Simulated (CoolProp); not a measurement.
Saturation properties of ammonia (Tc = 405.6 K, pc = 11360 kPa, ω = 0.256).

Computed with CoolProp (reference Helmholtz-energy equation of state, Gao 2020).

```csv
T (K),p (kPa),enthalpy of vaporisation (kJ/kg),surface tension (mN/m)
262.9,287.7,1297,28.7
271.8,(withheld),1267,26.6
280.7,564.5,1234,24.5
289.7,766.4,1200,22.4
298.6,(withheld),1164,20.4
307.5,(withheld),1125,(withheld)
316.5,1704,1084,16.3
325.4,2154,1039,14.4
334.3,2689,991.4,12.5
343.3,3324,938.4,10.6
352.2,4057,880.7,8.79
361.1,4904,816.6,7.04
370.1,5889,(withheld),(withheld)
379,7005,658.6,3.76
```

Problem. Complete the blanks.

Solution. 
- 271.8, p (kPa): 408.0
- 298.6, p (kPa): 1017
- 307.5, p (kPa): 1325
- 307.5, surface tension (mN/m): 18.4
- 370.1, enthalpy of vaporisation (kJ/kg): 743.1
- 370.1, surface tension (mN/m): 5.35

It boils at 239.8 K under 1 atm.

Surface tension comes from a separate correlation (Mulero 2012).
